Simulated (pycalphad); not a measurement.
All values are pycalphad results on the COST 507 light-alloy database (1999) (1 atm), not direct measurements. These are 1990s assessments: newer ones move some temperatures and phases. Amounts are mole fractions of atoms.

**Question.** Give the equilibrium state of Ti-5.259Hf-0.3273B (wt.%) at 1000 K.

**Answer.** HCP_A3, fraction 0.972, with 5.3 Hf, 0.02 B wt.%; BM, fraction 0.028, with 0.53 Hf, 18.4 B wt.%.

**Question.** Give the equilibrium state of Ti-5.259Hf-0.3273B (wt.%) at 1350 K.

**Answer.** 
```
T = 1350.00 K, P = 101325 Pa, N = 1 mol of atoms
G = -73076 J/mol, H = 33287 J/mol, S = 78.79 J/(mol K)  (SER reference)
chemical potentials (J/mol): Ti -70364, Hf -137277, B -187229
phase             fraction      x(Ti)      x(Hf)       x(B)
BCC_A2              0.9732     0.9836     0.0149     0.0015
BM                  0.0268     0.4990     0.0010     0.5000
```

Database names, with the compositions (at.%) that they take in these runs: BM: Ti 50 B 50. BCC_A2 is bcc; HCP_A3 is hcp.
